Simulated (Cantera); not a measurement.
A closed system holds: 1 mol TiO₂, 21 mol Cl₂, 0.74 mol O₂, equilibrated at 700 K and 10000 Pa.

These are equilibrium values from Cantera (NASA tables, ideal gas, pure condensed phases), not measurements of a reactor. Candidate condensed phases: Ti, TiCl₂, TiCl₃, TiCl₄, TiO, TiO₂, Ti₂O₃, Ti₃O₅, Ti₄O₇; 15 gas species. Condensed phases not in the tables: TiOCl. Rates play no part.

Base state: Cl₂ 0.966, O₂ 0.0340 (mole fractions); condensed: TiO₂(rutile).

**Question.** What changes in the equilibrium state with this change: temperature from 700 K to 1223 K?

**Answer.** 
| species | before | after |
|---|---|---|
| Cl₂ | 0.966 | 0.946 |
| O₂ | 0.0340 | 0.0344 |
| Cl | 2.05e-6 | 0.0184 |
| TiCl₄ | 1.49e-9 | 0.000685 |
| ClO | 2.33e-8 | 4.07e-5 |
| TiO₂(rutile), mol | 1.00 | 0.985 |
